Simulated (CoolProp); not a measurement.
Properties of sulfur dioxide along the isotherm 121.85 °C.

Model: reference Helmholtz-energy equation of state, Gao 2016, in CoolProp.

| p (MPa) | phase | density (kg/m³) | isothermal compressibility (1/MPa) |
|---|---|---|---|
| 0.0125 | gas | 0.2440 | 80.06 |
| 0.0194 | gas | 0.3789 | 51.61 |
| 0.0302 | gas | 0.5902 | 33.17 |
| 0.0471 | gas | 0.9213 | 21.29 |
| 0.0733 | gas | 1.436 | 13.70 |
| 0.114 | gas | 2.239 | 8.832 |
| 0.178 | gas | 3.510 | 5.679 |
| 0.277 | gas | 5.495 | 3.672 |
| 0.431 | gas | 8.633 | 2.384 |
| 0.671 | gas | 13.65 | 1.557 |
| 1.04 | gas | 21.70 | 1.032 |
| 1.63 | gas | 35.55 | 0.6930 |
| 2.53 | gas | 59.75 | 0.4945 |
| 3.94 | gas | 111.6 | 0.4288 |
